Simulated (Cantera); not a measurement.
# Catalytic combustion on Pt

An isothermal plug-flow reactor at 598 K and 1580 Torr (inlet), inlet velocity 5.2 m/s, active area per volume 230 1/m; feed 0.329 % H₂, 14.8 % O₂, 83.8 % N₂, 1.05 % H₂O, equivalence ratio 0.011.

Cantera simulation using Deutschmann's 1995 Pt surface mechanism with GRI-Mech 3.0 gas chemistry; the numbers are that mechanism's predictions, not measurements. Catalytic surfaces can have several steady states; this one follows from the mechanism file's or the stated starting coverage. Mass transfer to the wall is taken as infinitely fast.

```
z (m)       x H₂   x O₂   x H₂O  θ free Pt   θ O*   θ OH*
-------  -------  -----  ------  ---------  -----  ------
5e-05    0.00328  0.148  0.0105     0.0362  0.951  0.0128
0.00011  0.00327  0.148  0.0105     0.0361  0.951  0.0128
0.00023  0.00325  0.148  0.0105     0.0359  0.951  0.0127
0.0005   0.00321  0.148  0.0106     0.0354  0.952  0.0127
0.0011   0.00312  0.148  0.0107     0.0345  0.953  0.0126
0.0023   0.00297  0.148  0.0108     0.0327  0.955  0.0123
0.005    0.00266  0.148  0.0111     0.0294  0.959  0.0118
```
x: gas mole fraction; θ: surface coverage.
